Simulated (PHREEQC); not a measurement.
Consider water at 20 °C with 1.3 mmol/kgw Na2S and 0.15 mmol/kgw FeCl2. It is in equilibrium with CO2 at log p = -1 (atm). Otherwise closed; pH follows from the charge balance.

Model: ion-association model, phreeqc.dat, run in PHREEQC.

Q: The ionic strength comes out as 0.00264 mol/kgw. What activity coefficients do Fe(HS)3-, HCO3-, HS-, Fe+2, Na+ get?

A: Fe(HS)3- 0.95, HCO3- 0.95, HS- 0.94, Fe+2 0.81, Na+ 0.95.

This is a speciation only: nothing precipitates in the calculation. The solution is supersaturated, for example in Mackinawite, FeS(ppt), so a real one may precipitate; this is no full list.
